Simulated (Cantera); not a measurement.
Cantera run, input and output.

```python
import numpy as np
import cantera as ct

gas = ct.Solution("gri30.yaml")
gas.TPX = 2050, 1000000, {'CH4': 1, 'H2O': 2.3, 'H2': 0.31}
reactor = ct.IdealGasConstPressureReactor(gas, energy="off", clone=False)
net = ct.ReactorNet([reactor])
net.rtol, net.atol = 1e-08, 1e-18
show = ['CH4', 'H2O', 'H2', 'HO2', 'CH2']
times = np.geomspace(2e-05, 1, 11)

steps = ct.SolutionArray(gas, extra=["t"])
rows = []
print(f"{'t/s':>10s}{'T/K':>9s}{'P/Pa':>11s}" + "".join(f"{s:>11s}" for s in show))
for t in times:
    while net.time < t:
        t_next = net.step()
        steps.append(gas.state, t=t_next)
    rows.append([np.interp(t, steps.t, y) for y in (steps.T, steps.P, *steps(*show).X.T)])
    print(f"{t:10.3e}{rows[-1][0]:9.1f}{rows[-1][1]:11.4g}" + "".join(f"{x:11.3e}" for x in rows[-1][2:]))
rate = np.gradient(steps.T, steps.t)
print("integrator steps:", len(steps.t))
if steps.T.max() > steps.T[0] + 200:
    print(f"time of steepest temperature rise: {steps.t[rate.argmax()]:.4e} s")
gas.TPX = 2050, 1000000, {'CH4': 1, 'H2O': 2.3, 'H2': 0.31}
gas.equilibrate("TP")
print(f"equilibrium (TP): T = {gas.T:.1f} K  " + "  ".join(f"{s} {gas[s].X[0]:.3e}" for s in show))
```

It prints:

```
       t/s      T/K       P/Pa        CH4        H2O         H2        HO2        CH2
 2.000e-05   2050.0      1e+06  1.475e-01  5.706e-01  2.260e-01  1.366e-10  5.809e-06
 5.901e-05   2050.0      1e+06  8.487e-02  5.255e-01  3.081e-01  1.025e-10  3.901e-06
 1.741e-04   2050.0      1e+06  4.316e-02  4.788e-01  3.750e-01  7.842e-11  2.607e-06
 5.137e-04   2050.0      1e+06  2.569e-02  4.177e-01  4.347e-01  5.364e-11  1.686e-06
 1.516e-03   2050.0      1e+06  1.840e-02  3.377e-01  5.005e-01  2.907e-11  9.135e-07
 4.472e-03   2050.0      1e+06  1.023e-02  2.629e-01  5.623e-01  1.520e-11  3.498e-07
 1.320e-02   2050.0      1e+06  2.482e-03  2.245e-01  5.963e-01  1.035e-11  6.153e-08
 3.893e-02   2050.0      1e+06  1.992e-05  2.190e-01  6.022e-01  9.814e-12  4.405e-10
 1.149e-01   2050.0      1e+06  5.225e-07  2.190e-01  6.022e-01  9.821e-12  1.182e-11
 3.389e-01   2050.0      1e+06  5.225e-07  2.190e-01  6.022e-01  9.821e-12  1.182e-11
 1.000e+00   2050.0      1e+06  5.225e-07  2.190e-01  6.022e-01  9.821e-12  1.182e-11
integrator steps: 1936
equilibrium (TP): T = 2050.0 K  CH4 5.846e-07  H2O 2.190e-01  H2 6.022e-01  HO2 9.821e-12  CH2 1.321e-11
```

Detailed kinetics in Cantera: GRI-Mech 3.0 (53 species, 325 reactions).
